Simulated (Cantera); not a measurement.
Input: 1 mol Si, a varied amount of F₂, at 800 °C and 10.0 Torr.

These are equilibrium values from Cantera (NASA tables, ideal gas, pure condensed phases), not measurements of a reactor. Candidate condensed phases: Si; 9 gas species. The tables' values for SiF₃, SiF₂ are old estimates; treat these amounts as uncertain. The numbers say what is thermodynamically allowed, not how fast it happens.

log p: log10 of the partial pressure in bar; n: condensed amount in mol.

```json
[
 {"n(F₂) (mol)": "0.59", "log p SiF₄": "-1.88", "log p F": "<-13", "log p F₂": "<-13", "log p SiF₃": "-4.17", "log p SiF₂": "-6.25", "n Si(s)": "___"},
 {"n(F₂) (mol)": "0.76", "log p SiF₄": "-1.88", "log p F": "<-13", "log p F₂": "<-13", "log p SiF₃": "-4.17", "log p SiF₂": "-6.25", "n Si(s)": "___"},
 {"n(F₂) (mol)": "0.93", "log p SiF₄": "-1.88", "log p F": "<-13", "log p F₂": "<-13", "log p SiF₃": "-4.17", "log p SiF₂": "-6.25", "n Si(s)": "___"},
 {"n(F₂) (mol)": "1.1", "log p SiF₄": "-1.88", "log p F": "<-13", "log p F₂": "<-13", "log p SiF₃": "-4.17", "log p SiF₂": "-6.25", "n Si(s)": "___"},
 {"n(F₂) (mol)": "1.3", "log p SiF₄": "-1.88", "log p F": "<-13", "log p F₂": "<-13", "log p SiF₃": "-4.17", "log p SiF₂": "-6.25", "n Si(s)": "___"},
 {"n(F₂) (mol)": "1.4", "log p SiF₄": "-1.88", "log p F": "<-13", "log p F₂": "<-13", "log p SiF₃": "-4.17", "log p SiF₂": "-6.25", "n Si(s)": "___"},
 {"n(F₂) (mol)": "1.6", "log p SiF₄": "-1.88", "log p F": "<-13", "log p F₂": "<-13", "log p SiF₃": "-4.17", "log p SiF₂": "-6.25", "n Si(s)": "___"},
 {"n(F₂) (mol)": "1.8", "log p SiF₄": "-1.88", "log p F": "<-13", "log p F₂": "<-13", "log p SiF₃": "-4.17", "log p SiF₂": "-6.25", "n Si(s)": "___"},
 {"n(F₂) (mol)": "1.9", "log p SiF₄": "-1.88", "log p F": "<-13", "log p F₂": "<-13", "log p SiF₃": "-4.17", "log p SiF₂": "-6.25", "n Si(s)": "___"},
 {"n(F₂) (mol)": "2.1", "log p SiF₄": "-1.95", "log p F": "-2.69", "log p F₂": "-3.96", "log p SiF₃": "<-13", "log p SiF₂": "<-13", "n Si(s)": "0"},
 {"n(F₂) (mol)": "2.3", "log p SiF₄": "-2.06", "log p F": "-2.37", "log p F₂": "-3.32", "log p SiF₃": "<-13", "log p SiF₂": "<-13", "n Si(s)": "0"},
 {"n(F₂) (mol)": "2.4", "log p SiF₄": "-2.11", "log p F": "-2.31", "log p F₂": "-3.19", "log p SiF₃": "<-13", "log p SiF₂": "<-13", "n Si(s)": "0"},
 {"n(F₂) (mol)": "2.6", "log p SiF₄": "-2.19", "log p F": "-2.23", "log p F₂": "-3.03", "log p SiF₃": "<-13", "log p SiF₂": "<-13", "n Si(s)": "0"}
]
```

Task: Fill in the missing entries.

Result: 
- 0.59, n Si(s): 0.705
- 0.76, n Si(s): 0.620
- 0.93, n Si(s): 0.534
- 1.1, n Si(s): 0.449
- 1.3, n Si(s): 0.349
- 1.4, n Si(s): 0.299
- 1.6, n Si(s): 0.199
- 1.8, n Si(s): 0.0988
- 1.9, n Si(s): 0.0488
